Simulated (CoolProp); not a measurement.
Saturation properties of the fluoroketone C6F12O (FK-5-1-12) (Tc = 441.8 K, pc = 1.869 MPa, ω = 0.471).

Computed with CoolProp (reference Helmholtz-energy equation of state, McLinden 2015).

```json
[
 {"T (K)": "305.3", "p (MPa)": "0.05412", "liquid density (kg/m³)": "1580", "enthalpy of vaporisation (kJ/kg)": "92.85", "liquid cp (kJ/(kg K))": "1.107", "vapour Z": "0.9587"},
 {"T (K)": "314.6", "p (MPa)": "0.07721", "liquid density (kg/m³)": "1551", "enthalpy of vaporisation (kJ/kg)": "90.19", "liquid cp (kJ/(kg K))": "1.115", "vapour Z": "0.9468"},
 {"T (K)": "324", "p (MPa)": "0.1078", "liquid density (kg/m³)": "1521", "enthalpy of vaporisation (kJ/kg)": "87.41", "liquid cp (kJ/(kg K))": "1.123", "vapour Z": "0.9326"},
 {"T (K)": "333.4", "p (MPa)": "0.1471", "liquid density (kg/m³)": "1490", "enthalpy of vaporisation (kJ/kg)": "84.52", "liquid cp (kJ/(kg K))": "1.134", "vapour Z": "0.9161"},
 {"T (K)": "342.7", "p (MPa)": "0.1961", "liquid density (kg/m³)": "1457", "enthalpy of vaporisation (kJ/kg)": "81.52", "liquid cp (kJ/(kg K))": "1.145", "vapour Z": "0.8973"},
 {"T (K)": "352.1", "p (MPa)": "0.2574", "liquid density (kg/m³)": "1423", "enthalpy of vaporisation (kJ/kg)": "78.33", "liquid cp (kJ/(kg K))": "1.159", "vapour Z": "0.8757"},
 {"T (K)": "361.4", "p (MPa)": "0.3316", "liquid density (kg/m³)": "1387", "enthalpy of vaporisation (kJ/kg)": "74.97", "liquid cp (kJ/(kg K))": "1.175", "vapour Z": "0.8513"},
 {"T (K)": "370.8", "p (MPa)": "0.4220", "liquid density (kg/m³)": "1349", "enthalpy of vaporisation (kJ/kg)": "71.33", "liquid cp (kJ/(kg K))": "1.193", "vapour Z": "0.8235"}
]
```

It boils at 322.2 K under 1 atm.
